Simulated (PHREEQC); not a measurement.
A solution holds 1.3 mmol/kgw (CH3)4NCl, at 90 °C. Closed to the air; pH follows from the charge balance.

Equilibrium calculation in PHREEQC: ion-association model, phreeqc.dat.

```
Item                     Result
--------------  ---------------
ionic strength  0.00130 mol/kgw
```

```json
[
 {"species": "Cl-", "molality": "0.00130", "activity": "0.00124", "log γ": "-0.020"},
 {"species": "(CH3)4N+", "molality": "0.00130", "activity": "0.00124", "log γ": "-0.020"},
 {"species": "H+", "molality": "6.56e-7", "activity": "6.28e-7", "log γ": "-0.019"},
 {"species": "OH-", "molality": "6.56e-7", "activity": "6.27e-7", "log γ": "-0.020"}
]
```

No solid was allowed to form. (CH3)4N+ isn't in the database: it is added as a free cation with an ion size of 4 Å. At this temperature some constants are extrapolated from 25 °C, and those without enthalpy data are left unchanged.
